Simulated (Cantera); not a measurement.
Gas activation for diamond growth

An isothermal, constant-pressure homogeneous reactor starts with 1.44 % CH4, 95.8 % H2, 2.78 % CO2, at 1675 K and 0.0109 atm.

Computed with Cantera and GRI-Mech 3.0 (53 species, 325 reactions). Radical loss at walls, strong at low pressure, is not modelled.

```tsv
t (s)	x CH4	x H2	x CO2	x C2H6	x H2O2
2.00e-6	0.0144	0.958	0.0278	<1e-12	<1e-12
1.03e-5	0.0144	0.958	0.0278	<1e-12	<1e-12
5.28e-5	0.0144	0.958	0.0278	<1e-12	<1e-12
0.000271	0.0144	0.958	0.0278	<1e-12	<1e-12
0.00139	0.0144	0.958	0.0278	1.43e-11	<1e-12
0.00717	0.0144	0.958	0.0278	8.82e-10	<1e-12
0.0368	0.0143	0.957	0.0274	2.62e-8	<1e-12
0.189	0.0140	0.950	0.0204	3.21e-7	<1e-12
0.973	0.0107	0.932	0.000771	3.79e-7	<1e-12
5.00	0.00439	0.935	0.000239	7.01e-8	<1e-12
```
x: mole fraction; the columns are a selection and need not sum to one.

Equilibrium at this temperature and pressure: CH4 2.12e-10, H2 0.945, CO2 0.000167, C2H6 <1e-12, H2O2 <1e-12 (gas phase only).
